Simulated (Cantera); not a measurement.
A perfectly stirred reactor is fed with CH4 : N2 = 1 : 50 (molar parts), at 100.0 Torr; it is held at 1650 K, and followed from long to short residence time.

Computed with Cantera and GRI-Mech 3.0 (53 species, 325 reactions). GRI-Mech 3.0 stops at C3 and has no aromatics, soot or wall deposition, so with more carbon than oxygen in the feed, carbon stays in small species such as C2H2 where larger ones or solid carbon would form.

**Question.** What does this change do: temperature 1650 to 1573 K?

**Answer.** 
```csv
quantity,before,after
x(CH4) at τ = 17.0 s,0.00102,0.00237
x(H) at τ = 17.0 s,3.73e-5,1.50e-5
x(C2H) at τ = 17.0 s,5.41e-8,1.44e-8
x(C2H4) at τ = 17.0 s,5.41e-6,1.28e-5
x(C2H6) at τ = 17.0 s,1.37e-7,5.35e-7
x(CH4) at τ = 0.200 s,0.00930,0.0144
x(H) at τ = 0.200 s,1.68e-5,4.24e-6
x(C2H) at τ = 0.200 s,2.36e-8,3.62e-9
x(C2H4) at τ = 0.200 s,0.000222,0.000367
x(C2H6) at τ = 0.200 s,7.73e-6,1.74e-5
```

**Question.** What does this change do: temperature 1650 to 1075 K?

**Answer.** 
```
quantity                  before     after
----------------------  --------  --------
x(CH4) at τ = 17.0 s     0.00102    0.0196
x(H) at τ = 17.0 s       3.73e-5    <1e-12
x(C2H) at τ = 17.0 s     5.41e-8    <1e-12
x(C2H4) at τ = 17.0 s    5.41e-6   1.59e-9
x(C2H6) at τ = 17.0 s    1.37e-7   4.50e-8
x(CH4) at τ = 0.200 s    0.00930    0.0196
x(H) at τ = 0.200 s      1.68e-5    <1e-12
x(C2H) at τ = 0.200 s    2.36e-8    <1e-12
x(C2H4) at τ = 0.200 s  0.000222    <1e-12
x(C2H6) at τ = 0.200 s   7.73e-6  1.97e-12
```
